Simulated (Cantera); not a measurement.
An isothermal, constant-pressure homogeneous reactor starts with CH4 : H2O = 1 : 2.5 (molar parts), at 1500 K and 760 Torr. Integrator tolerance rtol = 1e-08.

Cantera simulation using GRI-Mech 3.0 (53 species, 325 reactions); the numbers are that mechanism's predictions, not measurements.

**Question.** What does this change do: CH4 1 to 2.9 parts?

**Answer.** 
| quantity | before | after |
|---|---|---|
| x(CH4) at 3.00 s | 0.0544 (gas-phase equilibrium 5.22e-7) | 0.0981 (gas-phase equilibrium 0.0303) |
| x(H2O) at 3.00 s | 0.476 (gas-phase equilibrium 0.247) | 0.264 (gas-phase equilibrium 1.34e-5) |
| x(HCO) at 3.00 s | 7.70e-10 (gas-phase equilibrium 3.39e-9) | 8.52e-10 (gas-phase equilibrium 5.85e-9) |
| x(CO2) at 3.00 s | 0.0193 (gas-phase equilibrium 0.0260) | 0.00785 (gas-phase equilibrium 1.70e-6) |
| x(H2O2) at 3.00 s | <1e-12 (gas-phase equilibrium <1e-12) | <1e-12 (gas-phase equilibrium <1e-12) |
| x(C2H6) at 3.00 s | 2.28e-5 (gas-phase equilibrium <1e-12) | 6.27e-5 (gas-phase equilibrium 4.29e-6) |

**Question.** What does this change do: pressure from 760 Torr to 4500 Torr?

**Answer.** 
```csv
quantity,before,after
x(CH4) at 3.00 s,0.0544 (gas-phase equilibrium 5.22e-7),0.108 (gas-phase equilibrium 1.83e-5)
x(H2O) at 3.00 s,0.476 (gas-phase equilibrium 0.247),0.461 (gas-phase equilibrium 0.247)
x(HCO) at 3.00 s,7.70e-10 (gas-phase equilibrium 3.39e-9),2.20e-9 (gas-phase equilibrium 8.24e-9)
x(CO2) at 3.00 s,0.0193 (gas-phase equilibrium 0.0260),0.0289 (gas-phase equilibrium 0.0260)
x(H2O2) at 3.00 s,<1e-12 (gas-phase equilibrium <1e-12),<1e-12 (gas-phase equilibrium <1e-12)
x(C2H6) at 3.00 s,2.28e-5 (gas-phase equilibrium <1e-12),0.000118 (gas-phase equilibrium 1.99e-12)
```
